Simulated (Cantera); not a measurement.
A Cantera script and its output.

```python
import numpy as np
import cantera as ct

gas = ct.Solution("gri30.yaml")
gas.TPX = 1250, 2900000, {'CH3OH': 1, 'O2': 1.85, 'N2': 6.96}
reactor = ct.IdealGasConstPressureReactor(gas, energy="on", clone=False)
net = ct.ReactorNet([reactor])
net.rtol, net.atol = 1e-08, 1e-16
show = ['CH3OH', 'O2', 'HCN', 'CO2', 'NO', 'N2O', 'C2H2']
times = np.geomspace(1e-06, 1, 16)

steps = ct.SolutionArray(gas, extra=["t"])
rows = []
print(f"{'t/s':>10s}{'T/K':>9s}{'P/Pa':>11s}" + "".join(f"{s:>11s}" for s in show))
for t in times:
    while net.time < t:
        t_next = net.step()
        steps.append(gas.state, t=t_next)
    rows.append([np.interp(t, steps.t, y) for y in (steps.T, steps.P, *steps(*show).X.T)])
    print(f"{t:10.3e}{rows[-1][0]:9.1f}{rows[-1][1]:11.4g}" + "".join(f"{x:11.3e}" for x in rows[-1][2:]))
rate = np.gradient(steps.T, steps.t)
print("integrator steps:", len(steps.t))
if steps.T.max() > steps.T[0] + 200:
    print(f"time of steepest temperature rise: {steps.t[rate.argmax()]:.4e} s")
gas.TPX = 1250, 2900000, {'CH3OH': 1, 'O2': 1.85, 'N2': 6.96}
gas.equilibrate("HP")
print(f"equilibrium (HP): T = {gas.T:.1f} K  " + "  ".join(f"{s} {gas[s].X[0]:.3e}" for s in show))
```

It prints:

```
       t/s      T/K       P/Pa      CH3OH         O2        HCN        CO2         NO        N2O       C2H2
 1.000e-06   1250.0    2.9e+06  1.019e-01  1.886e-01  5.348e-20  1.135e-08  1.665e-19  4.766e-14  2.000e-17
 2.512e-06   1250.0    2.9e+06  1.019e-01  1.886e-01  1.380e-19  2.857e-08  4.479e-19  2.945e-13  5.038e-17
 6.310e-06   1250.0    2.9e+06  1.019e-01  1.886e-01  3.560e-19  7.181e-08  1.180e-18  1.923e-12  1.269e-16
 1.585e-05   1250.0    2.9e+06  1.019e-01  1.886e-01  9.290e-19  1.804e-07  3.134e-18  1.244e-11  3.205e-16
 3.981e-05   1250.0    2.9e+06  1.019e-01  1.886e-01  2.616e-18  4.537e-07  9.611e-18  7.801e-11  8.159e-16
 1.000e-04   1250.1    2.9e+06  1.019e-01  1.885e-01  1.010e-17  1.148e-06  6.673e-17  4.803e-10  2.136e-15
 2.512e-04   1252.5    2.9e+06  1.006e-01  1.878e-01  1.554e-16  3.893e-06  4.410e-15  4.115e-09  8.659e-15
 6.310e-04   2701.2    2.9e+06  6.271e-16  3.361e-02  2.397e-10  8.733e-02  5.771e-03  2.975e-06  2.037e-19
 1.585e-03   2692.7    2.9e+06  6.353e-16  3.126e-02  3.297e-10  8.736e-02  1.073e-02  3.059e-06  1.979e-19
 3.981e-03   2692.0    2.9e+06  6.361e-16  3.107e-02  3.367e-10  8.736e-02  1.114e-02  3.070e-06  1.975e-19
 1.000e-02   2692.0    2.9e+06  6.361e-16  3.107e-02  3.368e-10  8.736e-02  1.114e-02  3.070e-06  1.975e-19
 2.512e-02   2692.0    2.9e+06  6.361e-16  3.107e-02  3.368e-10  8.736e-02  1.114e-02  3.070e-06  1.975e-19
 6.310e-02   2692.0    2.9e+06  6.361e-16  3.107e-02  3.368e-10  8.736e-02  1.114e-02  3.070e-06  1.975e-19
 1.585e-01   2692.0    2.9e+06  6.361e-16  3.107e-02  3.368e-10  8.736e-02  1.114e-02  3.070e-06  1.975e-19
 3.981e-01   2692.0    2.9e+06  6.361e-16  3.107e-02  3.368e-10  8.736e-02  1.114e-02  3.070e-06  1.975e-19
 1.000e+00   2692.0    2.9e+06  6.361e-16  3.107e-02  3.368e-10  8.736e-02  1.114e-02  3.070e-06  1.975e-19
integrator steps: 2085
time of steepest temperature rise: 3.3842e-04 s
equilibrium (HP): T = 2692.0 K  CH3OH 6.663e-16  O2 3.107e-02  HCN 3.368e-10  CO2 8.736e-02  NO 1.114e-02  N2O 3.070e-06  C2H2 2.192e-19
```

Cantera simulation using GRI-Mech 3.0 (53 species, 325 reactions); the numbers are that mechanism's predictions, not measurements. GRI-Mech 3.0 was tuned for natural gas; its chemistry of methanol as a main component is partial and can be far from experiment. The pressure lies above the range GRI-Mech 3.0 was tuned for (to about 10 atm).
